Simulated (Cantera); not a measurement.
Charge: 1 mol CaO, 7.1 mol HBr, 8.9 mol H2, equilibrated at 1023.15 K.

Method: chemical equilibrium by Gibbs-energy minimisation in Cantera with the NASA 1993 tables (ideal gas, pure condensed phases). Candidate condensed phases: Br2, Ca, CaBr2, CaO, Ca(OH)2, H2O; 19 gas species. Rates play no part.

**Question.** Which condensed phases are stable at each of these points (P (Pa)): 1, 3.60, 13, 46, 170, 600, 2200, 7700, 28000, 100000?

**Answer.** 
| P (Pa) | condensed phases | Ca condensed (%) |
|---|---|---|
| 1 | gas only | 0.0 |
| 3.60 | CaBr2(l) | 62.6 |
| 13 | CaBr2(l) | 89.8 |
| 46 | CaBr2(l) | 97.1 |
| 170 | CaBr2(l) | 99.2 |
| 600 | CaBr2(l) | 99.8 |
| 2200 | CaBr2(l) | 99.9 |
| 7700 | CaBr2(l) | 100.0 |
| 28000 | CaBr2(l) | 100.0 |
| 100000 | CaBr2(l) | 100.0 |

At 1.00 Pa nothing is condensed. From 3.60 Pa to 100000 Pa the condensed part is CaBr2(l).
